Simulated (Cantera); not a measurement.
Ti + H2O + H2 (metals in furnace atmospheres)

Feed: 1 mol Ti, 11 mol H2O, 21 mol H2, at 2.40 bar.

Method: chemical equilibrium by Gibbs-energy minimisation in Cantera with the NASA 1993 tables (ideal gas, pure condensed phases). Candidate condensed phases: H2O, Ti, TiO, TiO2, Ti2O3, Ti3O5, Ti4O7; 12 gas species. Condensed phases not in the tables: Magnéli phases beyond Ti4O7. Gases not in the tables: TiO(OH)2. Kinetics and transport are ignored.

| T (K) | x H2 | x H2O | x H | x OH | x TiO2 | x O | n TiO2(rutile) | n Ti4O7(l) |
|---|---|---|---|---|---|---|---|---|
| 1848 | 0.719 | 0.281 | 0.000290 | 8.35e-6 | 4.43e-9 | 2.57e-9 | 1.00 | 0 |
| 1873 | 0.718 | 0.281 | 0.000353 | 1.07e-5 | 7.53e-9 | 3.99e-9 | 1.00 | 0 |
| 1898 | 0.718 | 0.281 | 0.000428 | 1.37e-5 | 1.26e-8 | 6.13e-9 | 1.00 | 0 |
| 1923 | 0.718 | 0.281 | 0.000515 | 1.74e-5 | 2.08e-8 | 9.30e-9 | 1.000 | 0 |
| 1948 | 0.718 | 0.281 | 0.000618 | 2.19e-5 | 3.39e-8 | 1.40e-8 | 1.000 | 0 |
| 1973 | 0.718 | 0.281 | 0.000738 | 2.74e-5 | 5.46e-8 | 2.08e-8 | 1.000 | 0 |
| 1998 | 0.718 | 0.281 | 0.000877 | 3.42e-5 | 8.68e-8 | 3.05e-8 | 1.000 | 0 |
| 2023 | 0.710 | 0.289 | 0.00103 | 4.38e-5 | 1.30e-7 | 4.63e-8 | 0 | 0.250 |
| 2048 | 0.710 | 0.289 | 0.00122 | 5.40e-5 | 1.88e-7 | 6.68e-8 | 0 | 0.250 |
x: gas mole fraction; n: condensed amount in mol.

From 1848 K to 1998 K the condensed part is TiO2(rutile). From 2023 K to 2048 K the condensed part is Ti4O7(l).
